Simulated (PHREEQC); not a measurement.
A solution holds 0.2 mol/kgw H2SO4, 0.00047 mol/kgw Li2SO4 and 0.0017 mol/kgw MnSO4, at 25 °C. Closed to the air; pH follows from the charge balance.

All values are PHREEQC results (ion-association model, phreeqc.dat), not measurements.

Each row changes one thing in this solution. No solid was allowed to form.

```tsv
case	pH	ionic strength (mol/kgw)	HSO4- (mol/kgw)	SO4-2 (mol/kgw)	Mn+2 (mol/kgw)	MnSO4 (mol/kgw)	SI of Pyrochroite (Mn(OH)2)
as made	0.75	0.259	0.174	0.0278	0.00124	0.000465	-17.13
H2SO4 replaced by MgSO4 at the same molality	6.71	0.343	5.29e-7	0.0859	0.000877	0.000823	-5.39
MnSO4 from 0.0017 to 0.00017 mol/kgw	0.75	0.256	0.173	0.0275	0.000124	[?]	-18.14
MnSO4 from 0.0017 to 0.00034 mol/kgw	0.75	0.256	0.173	0.0276	0.000247	9.27e-5	-17.83
H2SO4 left out	6.74	0.00721	2.59e-8	0.00192	0.00145	0.000247	-4.70
H2SO4 replaced by CuSO4 at the same molality	4.43	0.385	0.000108	[?]	0.000866	[?]	-9.97
```

Task: Complete the blanks.

Result: 
- MnSO4 from 0.0017 to 0.00017 mol/kgw, MnSO4 (mol/kgw): 4.63e-5
- H2SO4 replaced by CuSO4 at the same molality, SO4-2 (mol/kgw): 0.0963
- H2SO4 replaced by CuSO4 at the same molality, MnSO4 (mol/kgw): 0.000834
